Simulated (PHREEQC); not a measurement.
BaCl2 is added in steps, without added water, to 1 kg of water holding 93 mmol/kgw AgNO3, 22 mmol/kgw KBr and 4 mmol/kgw Cu(NO3)2, at 34 °C. Oxygen alone is held at its pressure in air (log pO2 = -0.68). The system is closed to CO2. The run lets Cu(OH)2, Atacamite, Cu2(OH)3NO3, Cerargyrite, Bromyrite, Ag2O precipitate or redissolve, and no other solid.

Base run: PHREEQC, ion-association model, wateq4f.dat. Each further column changes one thing. The table gives pH.

| BaCl2 added (mol) | base | diluted 100-fold with water | temperature from 34 to 15 °C | Cu(NO3)2 from 0.004 to 0.006 mol/kgw | no solid may form |
|---|---|---|---|---|---|
| 0 | 4.95 | 5.89 | 5.15 | 4.84 | 4.95 |
| 0.015 | 4.96 | 6.00 | 5.16 | 4.85 | 4.96 |
| 0.03 | 4.97 | 5.99 | 5.16 | 4.86 | 4.97 |
| 0.045 | 4.86 | 5.98 | 5.13 | 4.74 | 4.98 |
| 0.06 | 4.75 | 5.97 | 5.02 | 4.64 | 5.00 |
| 0.075 | 4.71 | 5.97 | 4.98 | 4.60 | 5.01 |
| 0.09 | 4.69 | 5.97 | 4.95 | 4.58 | 5.03 |
| 0.105 | 4.68 | 5.97 | 4.93 | 4.56 | 5.05 |
| 0.12 | 4.67 | 5.97 | 4.92 | 4.56 | 5.06 |
| 0.135 | 4.67 | 5.97 | 4.91 | 4.55 | 5.08 |
| 0.15 | 4.66 | 5.97 | 4.91 | 4.55 | 5.09 |

 In at least one series the solution becomes supersaturated in solids that the run did not let form, among them Atacamite, Cerargyrite, Bromyrite.
